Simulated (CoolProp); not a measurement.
Properties of m-xylene along the isobar 6.44 MPa (Tc = 343.7 °C, pc = 3.535 MPa, ω = 0.326).

Values from CoolProp's reference Helmholtz-energy equation of state, Zhou 2012.

```tsv
T (°C)	phase	Z	cp (kJ/(kg K))	speed of sound (m/s)	viscosity (µPa s)	Prandtl number	fugacity coefficient
-16.65	liquid	0.3567	1.586	1532	1100	12.3	1.389e-5
2.05	liquid	0.3382	1.637	1454	822	9.80	5.649e-5
20.75	liquid	0.3223	1.692	1376	644	8.19	0.0001864
39.35	liquid	…	…	1300	522	7.12	0.0005170
58.05	liquid	0.2967	1.813	1226	435	6.37	0.001257
76.75	liquid	0.2864	1.876	1154	370	5.83	0.002726
95.45	liquid	0.2773	1.942	1084	319	5.41	0.005374
114.15	liquid	0.2695	2.008	1017	278	5.08	…
132.75	liquid	0.2628	2.075	953.7	245	4.80	0.01655
151.45	liquid	0.2570	2.143	892.0	216	4.56	0.02651
170.15	liquid	0.2522	…	832.4	192	4.34	0.04034
```

Problem. Fill in the missing entries.

Solution. 
- 39.35, Z: 0.3087
- 39.35, cp (kJ/(kg K)): 1.751
- 114.15, fugacity coefficient: 0.009774
- 170.15, cp (kJ/(kg K)): 2.212

Viscosity comes from a separate model (Cao 2016). Thermal conductivity comes from a separate model (Mylona 2014).
